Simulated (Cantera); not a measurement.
## CH3SiCl3 + H2 (silicon carbide growth)

Feed: 1 mol CH3SiCl3, 390 mol H2, equilibrated at 1400 K and 0.110 bar.

Equilibrium computed with Cantera from the NASA thermochemical tables; the gas is ideal and each condensed phase is pure. Candidate condensed phases: C, C6H6, C7H8, C8H18, Si, SiC; 109 gas species. The feed counts by its element totals alone. The numbers say what is thermodynamically allowed, not how fast it happens.

- x(H2) = 0.992
- x(HCl) = 0.00759
- x(CH4) = 1.99e-5
- x(SiCl2) = 1.93e-5
- x(H) = 1.46e-5
- n(SiC(s)) = 0.992 mol
- gas amount = 393.0 mol
- log10 activity of Si(s) (absent) = -0.95
- log10 activity of C(graphite) (absent) = -1.37
